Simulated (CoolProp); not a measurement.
Properties of nitrogen along the isobar 167 bar.

Computed with CoolProp (reference Helmholtz-energy equation of state, Span 2000).

```csv
T (°C),phase,density (kg/m³),speed of sound (m/s),viscosity (µPa s),conductivity (mW/(m K)),fugacity coefficient
-179.95,liquid,782.5,849.2,(withheld),(withheld),0.05421
-153.75,liquid,675.5,660.8,69.8,96.9,0.2004
-127.55,supercritical,553.3,498.6,43.9,67.3,0.4074
-101.35,supercritical,427.4,(withheld),29.7,49.7,0.6044
-75.15,supercritical,331.1,371.4,23.8,40.8,0.7530
-48.95,supercritical,269.4,372.5,21.9,36.7,0.8553
-22.75,supercritical,228.9,383.0,21.5,35.0,0.9248
3.55,supercritical,200.4,396.5,(withheld),(withheld),0.9724
29.75,supercritical,(withheld),(withheld),22.1,35.4,(withheld)
```

Q: Complete the blanks.

A: 
- -179.95, viscosity (µPa s): 124
- -179.95, conductivity (mW/(m K)): 135
- -101.35, speed of sound (m/s): 401.1
- 3.55, viscosity (µPa s): 21.6
- 3.55, conductivity (mW/(m K)): 34.9
- 29.75, density (kg/m³): 179.1
- 29.75, speed of sound (m/s): 410.5
- 29.75, fugacity coefficient: 1.005

Viscosity comes from a separate model (Lemmon 2004). Thermal conductivity comes from a separate model (Lemmon 2004).
